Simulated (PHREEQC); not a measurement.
A solution holds 1.7 mmol/kgw HCl, 0.063 mmol/kgw AlCl3 and 0.32 mmol/kgw CuCl2, at 80 °C. Closed to the air; pH follows from the charge balance.

Model: ion-association model, phreeqc.dat, run in PHREEQC.

Precipitation was switched off in this run.

Problem. Order these Al species by the share of Al that they hold, largest first: Al(OH)2+, Al+3, AlOH+2.

Solution. Al+3 (88 %), AlOH+2 (10 %), Al(OH)2+ (1.3 %)

The pH is 2.79 and the ionic strength 0.00299 mol/kgw. Constants without temperature data keep their 25 °C values here.
